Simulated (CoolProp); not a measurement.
Saturated liquid density (kg/m³) of CHF3 (R23): the reference equation beside estimates from Tc = 299.3 K, pc = 4.832 MPa, ω = 0.263.

Values from CoolProp's reference Helmholtz-energy equation of state, Penoncello 2003.

```json
[
 {"T (K)": "192.7", "reference": "1440", "van der Waals": "812.0", "Redlich-Kwong": "1189"},
 {"T (K)": "200.2", "reference": "1411", "van der Waals": "796.4", "Redlich-Kwong": "1161"},
 {"T (K)": "207.6", "reference": "1381", "van der Waals": "780.2", "Redlich-Kwong": "1133"},
 {"T (K)": "215", "reference": "1350", "van der Waals": "763.3", "Redlich-Kwong": "1102"},
 {"T (K)": "222.4", "reference": "1319", "van der Waals": "745.5", "Redlich-Kwong": "1071"},
 {"T (K)": "229.9", "reference": "1285", "van der Waals": "726.5", "Redlich-Kwong": "1037"},
 {"T (K)": "237.3", "reference": "1250", "van der Waals": "706.6", "Redlich-Kwong": "1001"},
 {"T (K)": "244.7", "reference": "1212", "van der Waals": "685.4", "Redlich-Kwong": "962.6"},
 {"T (K)": "252.2", "reference": "1172", "van der Waals": "662.3", "Redlich-Kwong": "920.9"},
 {"T (K)": "259.6", "reference": "1128", "van der Waals": "637.5", "Redlich-Kwong": "876.3"},
 {"T (K)": "267", "reference": "1080", "van der Waals": "610.2", "Redlich-Kwong": "827.3"},
 {"T (K)": "274.4", "reference": "1025", "van der Waals": "579.5", "Redlich-Kwong": "772.6"},
 {"T (K)": "281.9", "reference": "959.2", "van der Waals": "543.2", "Redlich-Kwong": "708.7"},
 {"T (K)": "289.3", "reference": "875.4", "van der Waals": "498.7", "Redlich-Kwong": "631.6"}
]
```

Absolute difference from the reference over all 14 rows, mean and median: van der Waals 43.5 and 43.5 %, Redlich-Kwong 21.1 and 20.2 %.
